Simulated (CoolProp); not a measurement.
The numbers come from the reference Helmholtz-energy equation of state, Lemmon 2003 in CoolProp. It is a pseudo-pure fit of the blend.

**Question.** For R407C, give the phase and the Joule-Thomson coefficient (K/MPa), conductivity (mW/(m K)) at 111.45 °C and 2.57 bar; 111.45 °C and 15.4 bar; 111.45 °C and 18 bar.

**Answer.** 
- 111.45 °C and 2.57 bar: gas; Joule-Thomson coefficient 8.83, conductivity 19.9
- 111.45 °C and 15.4 bar: gas; Joule-Thomson coefficient 9.22, conductivity 21.1
- 111.45 °C and 18 bar: gas; Joule-Thomson coefficient 9.30, conductivity 21.4

Thermal conductivity comes from a separate model (Geller 2001).
